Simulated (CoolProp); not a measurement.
Vapour-liquid equilibrium of ethanol (1) + p-xylene (2) at 412.2 K; x and y are mole fractions of (1).

Computed with CoolProp (multi-fluid Helmholtz-energy mixture model, Schroeder 2014 and Zhou 2012; pair parameters Bell 2016).

### Question
Give the bubble pressure and the first vapour's composition at x = 0.25, 0.35, 0.55. Is there an azeotrope?

### Answer
x = 0.25: 0.4557 MPa, y = 0.786; x = 0.35: 0.5002 MPa, y = 0.812; x = 0.55: 0.5613 MPa, y = 0.849. No azeotrope shows between x = 0.05 and 0.95.

Pair parameters are fitted to limited data, so mixtures are less certain than the pure fluids. With so large a gap from Raoult's law the liquid may split in two, which this calculation doesn't test in full.
